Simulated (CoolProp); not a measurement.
Saturated liquid density (kg/m³) of normal hydrogen: the reference equation beside estimates from Tc = 33.1 K, pc = 1.296 MPa, ω = -0.219.

Model: reference Helmholtz-energy equation of state, Leachman 2009, in CoolProp.

```csv
T (K),reference,van der Waals,Redlich-Kwong,Soave-Redlich-Kwong,Peng-Robinson
19.3,72.03,___,87.24,80.88,91.01
21.2,69.88,56.83,83.22,76.94,86.64
23.1,___,___,78.73,___,81.85
24.9,64.86,51.58,___,68.19,76.81
26.8,61.67,48.36,68.14,62.92,___
28.7,___,44.57,61.32,56.85,63.83
30.6,52.74,39.82,___,49.44,55.22
32.5,43.92,32.50,40.16,38.54,42.51
```

Problem. Some entries are withheld; supply them.

Solution. 
- 19.3, van der Waals: 59.15
- 23.1, reference: 67.46
- 23.1, van der Waals: 54.27
- 23.1, Soave-Redlich-Kwong: 72.65
- 24.9, Redlich-Kwong: 73.93
- 26.8, Peng-Robinson: 70.82
- 28.7, reference: 57.82
- 30.6, Redlich-Kwong: 52.82

Absolute difference from the reference over all 8 rows, mean and median: van der Waals 21.4 and 21.0 %, Redlich-Kwong 12.0 and 12.2 %, Soave-Redlich-Kwong 7.2 and 7.0 %, Peng-Robinson 15.4 and 16.6 %.
